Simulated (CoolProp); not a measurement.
Vapour-liquid equilibrium of R134a (1) + n-butane (2) at 250 K; x and y are mole fractions of (1).

Model: multi-fluid Helmholtz-energy mixture model, Tillner-Roth 1994 and Bücker 2006; pair parameters Bell 2016, in CoolProp.

```tsv
x	bubble pressure, mixture model (MPa)	bubble pressure, Raoult's law (MPa)	y, mixture model	y, Raoult's law
0.05	0.07561	0.04298	0.497	0.135
0.2	0.1228	0.05444	0.712	0.425
0.35	0.1316	0.06591	0.740	0.614
0.5	0.1318	0.07738	0.740	0.747
0.65	0.1318	0.08885	0.741	0.846
0.8	0.1319	0.1003	0.768	0.922
0.95	0.1242	0.1118	0.893	0.982
```

The largest gap from Raoult's law is +125.6 % in bubble pressure, at x = 0.2. y crosses x between x = 0.65 and 0.8: the model has an azeotrope there.

The pair parameters rest on a limited set of measurements; away from them the model extrapolates. With so large a gap from Raoult's law the liquid may split in two, which this calculation doesn't test in full.
